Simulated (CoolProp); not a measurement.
Properties of ammonia along the isobar 6110 kPa (Tc = 132.4 °C, pc = 11360 kPa, ω = 0.256).

Model: reference Helmholtz-energy equation of state, Gao 2020, in CoolProp.

```
T (°C)   phase  speed of sound (m/s)  isothermal compressibility (1/MPa)  Prandtl number
------  ------  --------------------  ----------------------------------  --------------
51.85   liquid                  1171                            0.002347            1.25
61.35   liquid                  1093                            0.002865            1.25
70.85   liquid            (withheld)                            0.003602      (withheld)
80.35   liquid                 923.5                            0.004730            1.31
89.85   liquid            (withheld)                            0.006659            1.39
108.85     gas                 394.2                              0.2750            1.58
118.35     gas                 412.5                              0.2471            1.35
127.85     gas                 427.7                              0.2303            1.19
137.35     gas                 440.9                              0.2189            1.11
146.85     gas                 452.6                              0.2106            1.08
156.35     gas                 463.3                              0.2042            1.05
165.85     gas                 473.1                              0.1992            1.02
175.35     gas                 482.3                              0.1951           0.996
184.85     gas                 490.9                          (withheld)           0.977
194.45     gas                 499.1                              0.1887           0.960
```

Task: Fill in the missing entries.

Result: 
- 70.85, speed of sound (m/s): 1011
- 70.85, Prandtl number: 1.27
- 89.85, speed of sound (m/s): 825.8
- 184.85, isothermal compressibility (1/MPa): 0.1916

Viscosity comes from a separate model (Fenghour 1995). Thermal conductivity comes from a separate model (Tufeu 1984).
